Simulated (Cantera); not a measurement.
What does this Cantera script print?

```python
import numpy as np
import cantera as ct

gas_names = [...]  # 130 gases of nasa_gas.yaml made of C, H, Mg, O, S
cond_names = """
    C(gr) C6H6(L) C7H8(L) C8H18(L),n-octa H2O(s) H2O(L) H2SO4(L) Mg(cr) Mg(L) MgCO3(s) MgO(s) MgO(L)
    MgO2H2(s) MgS(s) MgSO4(s) MgSO4(L) S(cr1) S(cr2) S(L)
""".split()


# ... load() reads the species with a 1 bar reference pressure and builds the phases ...
atoms = {
    'MgCO3': {'Mg': 1, 'C': 1, 'O': 3},
    'SO3': {'S': 1, 'O': 3},
    'H2O': {'H': 2, 'O': 1},
}
top_T = {'C(gr)': 4500, 'MgS(s)': 2250}  # K; cautious upper limits of use, not melting points


# ... equilibrate(T, P, feed) seeds the gas with the atoms and calls Mixture.equilibrate('TP', solver="vcs", rtol=1e-11, max_steps=5000) ...
results = []
feed = {'MgCO3': 1, 'SO3': 2.1, 'H2O': 2.8}  # mol
T = 1750  # K
P = 13332.2  # Pa
mix = equilibrate(T, P, feed)
results.append((T, P, feed, dict(zip(mix.species_names, mix.species_moles))))
print(gas.report(threshold=1e-06))
for i in range(1, mix.n_phases):
    print(f"{mix.phase(i).name:16s} {mix.phase_moles(i):12.5e} mol")
```

Result:

```
       temperature   1750 K
          pressure   13332 Pa
           density   0.034607 kg/m^3
  mean mol. weight   37.769 kg/kmol
   phase of matter   gas

                          1 kg             1 kmol
                     ---------------   ---------------
          enthalpy       -4.6968e+06        -1.774e+08  J
   internal energy       -5.0821e+06       -1.9195e+08  J
           entropy            8384.4        3.1667e+05  J/K
    Gibbs function        -1.937e+07       -7.3158e+08  J
 heat capacity c_p            1367.2             51639  J/K
 heat capacity c_v            1147.1             43324  J/K

                      mass frac. Y      mole frac. X     chem. pot. / RT
                     ---------------   ---------------   ---------------
                CO        9.0888e-05        0.00012256           -45.875
               CO2           0.16747           0.14372           -61.978
                 H         1.654e-07        6.1973e-06           -15.172
                H2        5.0528e-06        9.4664e-05           -30.343
               H2O           0.19169           0.40189           -46.447
            MgO2H2         2.454e-06        1.5893e-06           -96.221
                 O        3.3663e-05        7.9469e-05           -16.103
                OH         0.0006946         0.0015426           -31.275
                O2           0.12747           0.15046           -32.207
                SO         3.017e-05         2.371e-05           -42.797
               SO2           0.51137           0.30151           -58.901
               SO3         0.0011395        0.00053759           -75.004
     [ +118 minor]        7.9431e-07        9.0258e-07

C(gr)             0.00000e+00 mol
Mg(L)             0.00000e+00 mol
MgO(s)            9.99989e-01 mol
MgS(s)            0.00000e+00 mol
MgSO4(L)          0.00000e+00 mol
S(L)              0.00000e+00 mol
```

Equilibrium computed with Cantera from the NASA thermochemical tables; the gas is ideal and each condensed phase is pure.
